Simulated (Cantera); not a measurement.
What does this Cantera script print?

```python
import numpy as np
import cantera as ct

gas_names = [...]  # 151 gases of nasa_gas.yaml made of C, H, N, O, Si
cond_names = """
    C(gr) C6H6(L) C7H8(L) C8H18(L),n-octa H2O(s) H2O(L) Si(cr) Si(L) SiC(b) SiO2(Lqz) SiO2(hqz) SiO2(L)
    Si2N2O(s) Si3N4(a)
""".split()


# ... load() reads the species with a 1 bar reference pressure and builds the phases ...
atoms = {
    'TEOS': {'Si': 1, 'C': 8, 'H': 20, 'O': 4},
    'O3': {'O': 3},
    'N2': {'N': 2},
}
top_T = {'C(gr)': 4500, 'SiC(b)': 3050, 'Si2N2O(s)': 2100, 'Si3N4(a)': 2400}  # K; cautious upper limits of use, not melting points


# ... equilibrate(T, P, feed) seeds the gas with the atoms and calls Mixture.equilibrate('TP', solver="vcs", rtol=1e-11, max_steps=5000) ...
results = []
feed = {'TEOS': 1, 'O3': 0.69, 'N2': 6.9}  # mol
T = 750  # K
for P in [5, 36, 260, 1900, 14000, 100000]:
    mix = equilibrate(T, P, feed)
    results.append((T, P, feed, dict(zip(mix.species_names, mix.species_moles))))

top = {s: max(r[3][s] / sum(r[3][g] for g in gas_names) for r in results) for s in gas_names}
cols = sorted((s for s in top if top[s] > 1e-05), key=lambda s: -top[s])[:6]
seen = [c for c in cond_names if any(r[3].get(c, 0) > 1e-12 for r in results)]
print("log10 of partial pressures in bar; condensed amounts in mol")
print(f"{'P/Pa':>10s}" + "".join(f"{s[:9]:>10s}" for s in cols + seen))
for T, P, feed, n in results:
    ng = sum(n[g] for g in gas_names)
    print(f"{P:10.4g}" + "".join(f"{np.log10(max(n[s] / ng * P / 1e5, 1e-99)):10.3f}" for s in cols)
          + "".join(f"{n.get(c, 0):10.4g}" for c in seen))
```

Output:

```
log10 of partial pressures in bar; condensed amounts in mol
      P/Pa        H2        N2        CO       H2O       CH4       CO2     C(gr) SiO2(Lqz)
         5    -4.622    -4.783    -5.018    -7.682    -8.741    -7.290     3.959         1
        36    -3.764    -3.922    -4.188    -5.994    -7.024    -5.631     4.118         1
       260    -2.905    -3.049    -3.456    -4.402    -5.306    -4.166     4.726         1
      1900    -2.065    -2.157    -2.893    -2.999    -3.626    -3.040     5.593         1
   1.4e+04    -1.304    -1.251    -2.454    -1.799    -2.103    -2.163     5.755         1
     1e+05    -0.687    -0.355    -2.054    -0.782    -0.870    -1.362      5.08         1
```

Method: chemical equilibrium by Gibbs-energy minimisation in Cantera with the NASA 1993 tables (ideal gas, pure condensed phases). The feed counts by its element totals alone.
